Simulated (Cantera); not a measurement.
An isothermal, constant-pressure homogeneous reactor starts with C2H4 : H2 = 1 : 1.2 (molar parts), at 1348 K and 263 Torr. Integrator tolerance rtol = 1e-08.

Cantera simulation using GRI-Mech 3.0 (53 species, 325 reactions); the numbers are that mechanism's predictions, not measurements. GRI-Mech 3.0 was tuned for natural gas; its chemistry of ethylene as a main component is partial and can be far from experiment. GRI-Mech 3.0 stops at C3 and has no aromatics, soot or wall deposition, so with more carbon than oxygen in the feed, carbon stays in small species such as C2H2 where larger ones or solid carbon would form.

Task: What does this change do: temperature 1348 to 1598 K?

Result: 
| quantity | before | after |
|---|---|---|
| x(C2H4) at 10.0 s | 0.0618 (gas-phase equilibrium 0.0547) | 0.00780 (gas-phase equilibrium 0.00780) |
| x(H2) at 10.0 s | 0.502 (gas-phase equilibrium 0.454) | 0.659 (gas-phase equilibrium 0.659) |
| x(C2H6) at 10.0 s | 0.000316 (gas-phase equilibrium 0.000272) | 7.71e-6 (gas-phase equilibrium 7.71e-6) |
| x(H) at 10.0 s | 3.81e-6 (gas-phase equilibrium 2.65e-6) | 7.35e-5 (gas-phase equilibrium 7.35e-5) |
| x(CH4) at 10.0 s | 0.204 (gas-phase equilibrium 0.267) | 0.0323 (gas-phase equilibrium 0.0323) |
